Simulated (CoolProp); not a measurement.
The fluoroketone C6F12O (FK-5-1-12) at several states: density (kg/m³) from the reference equation and from simpler models built on Tc = 168.7 °C, pc = 1.869 MPa, ω = 0.471; each cubic takes its own stable root.

The numbers come from the reference Helmholtz-energy equation of state, McLinden 2015 in CoolProp.

| T (°C) | p (MPa) | phase | reference |
|---|---|---|---|
| 74.55 | 0.0569 | gas | 6.388 |
| 61.55 | 0.0107 | gas | 1.222 |
| -31.25 | 0.0352 | liquid | 1762 |
| 25.45 | 2.75 | liquid | 1614 |
| -17.45 | 2.07 | liquid | 1730 |
| 52.05 | 0.471 | liquid | 1520 |

**Question.** How far does each simpler model (van der Waals, Redlich-Kwong) lie from the reference over these 6 states: mean and median of the absolute difference, and the worst?

**Answer.** 
- van der Waals: mean 46.1 %, median 40.1 %, worst -99.7 % at -31.25 °C and 0.0352 MPa
- Redlich-Kwong: mean 9.5 %, median 13.3 %, worst -15.7 % at 52.05 °C and 0.471 MPa

At some of these states van der Waals gives the other phase, because its saturation line lies elsewhere.
